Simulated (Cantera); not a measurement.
A closed system holds: 1 mol Si3N4, 0.28 mol O2, 10 mol N2, 53 mol HF, held at 1273 K and 2.93 Torr.

Method: chemical equilibrium by Gibbs-energy minimisation in Cantera with the NASA 1993 tables (ideal gas, pure condensed phases). Candidate condensed phases: H2O, Si, SiO2, Si2N2O, Si3N4; 58 gas species. Equilibrium is a limit: real reactors are often held back by kinetics, nucleation or transport.

Base state: HF 0.661, N2 0.194, H2 0.0877, SiF4 0.0484, H2O 0.00903 (mole fractions); condensed: gas only.

### Question
What changes in the equilibrium state with this change: O2 from 0.28 to 0.97 mol?

### Answer
```
species   before   after
-------  -------  ------
HF         0.661   0.661
N2         0.194   0.194
H2        0.0877  0.0655
H2O      0.00903  0.0313
SiF4      0.0484  0.0484
```
